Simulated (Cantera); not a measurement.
A closed system holds: 1 mol SiCl₄, 0.64 mol Cl₂, 4 mol H₂, held at 1148.15 K and 20000 Pa.

Cantera equilibrium calculation (NASA polynomials, part measured and part estimated; ideal gas, pure solids and liquids). Candidate condensed phases: Si; 19 gas species. The tables' values for SiCl₃ are old estimates; treat these amounts as uncertain. Kinetics and transport are ignored.

Base state: H₂ 0.585, HCl 0.238, SiCl₄ 0.166, SiHCl₃ 0.00822, SiCl₃ 0.00219, SiCl₂ 0.000317, SiH₂Cl₂ 5.09e-5 (mole fractions); condensed: gas only.

Q: What changes in the equilibrium state with this change: temperature from 1148.15 K to 1223 K?

A: 
| species | before | after |
|---|---|---|
| H₂ | 0.585 | 0.577 |
| HCl | 0.238 | 0.247 |
| SiCl₄ | 0.166 | 0.157 |
| SiHCl₃ | 0.00822 | 0.0113 |
| SiCl₂ | 0.000317 | 0.00183 |
| SiCl₃ | 0.00219 | 0.00600 |
| SiH₂Cl₂ | 5.09e-5 | 0.000109 |

Q: What changes in the equilibrium state with this change: Cl₂ from 0.64 to 1.9 mol?

A: 
```tsv
species	before	after
HCl	0.238	0.553
H₂	0.585	0.302
SiCl₄	0.166	0.143
SiH₂Cl₂	5.09e-5	2.16e-6
SiCl₂	0.000317	2.60e-5
SiHCl₃	0.00822	0.00157
SiCl₃	0.00219	0.000580
```
